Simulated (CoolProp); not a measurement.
Computed with CoolProp (reference Helmholtz-energy equation of state, Lemmon 2006). It is a short technical equation, of lower accuracy than the large ones.

Q: Give the vapour pressure (MPa), vapour density (kg/m³), liquid cp (kJ/(kg K)) of saturated R142b at 317.6 K.

A: 
| T (K) | p (MPa) | vapour density (kg/m³) | liquid cp (kJ/(kg K)) |
|---|---|---|---|
| 317.6 | 0.590 | 26.0 | 1.37 |
